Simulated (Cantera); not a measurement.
Feed: 1 mol Si, 0.7 mol Cl2, 4.6 mol H2, equilibrated at 1250 K and 1.00 bar.

Method: chemical equilibrium by Gibbs-energy minimisation in Cantera with the NASA 1993 tables (ideal gas, pure condensed phases). Candidate condensed phases: Si; 19 gas species. The tables' values for SiCl3 are old estimates; treat these amounts as uncertain. Kinetics and transport are ignored.

Base state: H2 0.884, HCl 0.0467, SiCl4 0.0333, SiHCl3 0.0224, SiCl2 0.00621, SiCl3 0.00538, SiH2Cl2 0.00206, SiH3Cl 5.23e-5 (mole fractions); condensed: Si(s).

What changes in the equilibrium state with this change: temperature from 1250 K to 1073 K?


```json
[
 {"species": "H2", "before": "0.884", "after": "0.908"},
 {"species": "SiCl4", "before": "0.0333", "after": "0.0429"},
 {"species": "SiHCl3", "before": "0.0224", "after": "0.0287"},
 {"species": "HCl", "before": "0.0467", "after": "0.0166"},
 {"species": "SiCl2", "before": "0.00621", "after": "0.000590"},
 {"species": "SiCl3", "before": "0.00538", "after": "0.00126"},
 {"species": "Si(s), mol", "before": "0.653", "after": "0.626"}
]
```
